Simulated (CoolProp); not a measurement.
Vapour-liquid equilibrium of R22 (1) + R134a (2) at 404 kPa; x and y are mole fractions of (1).

The numbers come from the multi-fluid Helmholtz-energy mixture model, Kamei 1995 and Tillner-Roth 1994; pair parameters Bell 2016 in CoolProp.

| x | bubble temperature, mixture model (°C) | bubble temperature, Raoult's law (°C) | y, mixture model | y, Raoult's law |
|---|---|---|---|---|
| 0.05 | 8.0 | 8.3 | 0.084 | 0.080 |
| 0.125 | [?] | 6.9 | 0.197 | 0.192 |
| 0.2 | 4.8 | 5.6 | 0.297 | 0.294 |
| 0.275 | 3.4 | 4.3 | 0.388 | 0.388 |
| 0.35 | 2.1 | 3.0 | 0.470 | 0.475 |
| 0.425 | 0.8 | 1.8 | 0.546 | 0.555 |
| 0.5 | [?] | 0.6 | 0.616 | 0.629 |
| 0.575 | -1.3 | -0.5 | 0.681 | 0.697 |
| 0.65 | -2.3 | -1.6 | 0.743 | 0.761 |
| 0.725 | -3.2 | -2.6 | [?] | 0.819 |
| 0.8 | -4.1 | -3.7 | 0.858 | 0.873 |
| 0.875 | -5.0 | -4.7 | 0.912 | 0.924 |
| 0.95 | -5.8 | -5.6 | 0.965 | 0.971 |

Q: What belongs in the gaps?

A: 
- 0.125, bubble temperature, mixture model (°C): 6.3
- 0.5, bubble temperature, mixture model (°C): -0.3
- 0.725, y, mixture model: 0.802

The largest gap from Raoult's law is -1.0 K in bubble temperature, at x = 0.425. No azeotrope shows between x = 0.05 and 0.95.

Pair parameters are fitted to limited data, so mixtures are less certain than the pure fluids.
